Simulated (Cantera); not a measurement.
A freely propagating, adiabatic, planar premixed flame of CH4 : C2H6 : C3H8 : O2 : N2 = 1 : 0.66 : 0.034 : 3.45 : 13 (molar parts), equivalence ratio 1.3, unburnt at 323 K and 4.93 atm; multicomponent transport, grid criteria slope 0.08 and curve 0.16, no radiation.

Detailed kinetics in Cantera: GRI-Mech 3.0 (53 species, 325 reactions). Burning velocities carry a grid error of a few per cent, more on coarse grids.

x: mole fraction of selected species; z is measured from the peak of heat release.

```tsv
z (mm)	T (K)	u (m/s)	x CH4	x C2H6	x C3H8	x H	x NO2	x CH2CO
-0.531	323	0.178	0.0550	0.0363	0.00187	<1e-8	<1e-8	<1e-8
-0.354	326	0.180	0.0548	0.0362	0.00187	<1e-8	<1e-8	1.53e-7
-0.265	344	0.191	0.0541	0.0360	0.00186	<1e-8	7.00e-8	1.85e-6
-0.177	477	0.268	0.0501	0.0343	0.00181	<1e-8	7.80e-7	3.71e-5
-0.0884	1013	0.586	0.0345	0.0217	0.00127	2.01e-6	2.91e-6	0.000425
-0.0442	1440	0.849	0.0208	0.00753	0.000451	9.53e-5	7.62e-7	0.000960
0	?	1.09	?	?	?	?	?	?
0.0442	1998	1.19	0.00148	7.36e-6	<1e-8	0.00177	<1e-8	8.46e-5
0.0884	2052	1.22	0.000338	3.78e-7	<1e-8	0.00201	<1e-8	1.46e-5
0.177	2078	1.23	4.23e-5	<1e-8	<1e-8	0.00166	<1e-8	1.91e-6
0.354	2090	1.24	4.89e-6	<1e-8	<1e-8	0.00110	<1e-8	2.12e-7
0.707	2097	1.24	?	<1e-8	<1e-8	?	<1e-8	?
1.41	2100	1.25	1.48e-7	<1e-8	<1e-8	0.000392	<1e-8	<1e-8
```

Task: What belongs in the gaps?

Result: 
- 0, T (K): 1820
- 0, x CH4: 0.00726
- 0, x C2H6: 0.000376
- 0, x C3H8: 6.61e-6
- 0, x H: 0.000823
- 0, x NO2: 3.22e-8
- 0, x CH2CO: 0.000637
- 0.707, x CH4: 7.10e-7
- 0.707, x H: 0.000646
- 0.707, x CH2CO: 1.94e-8
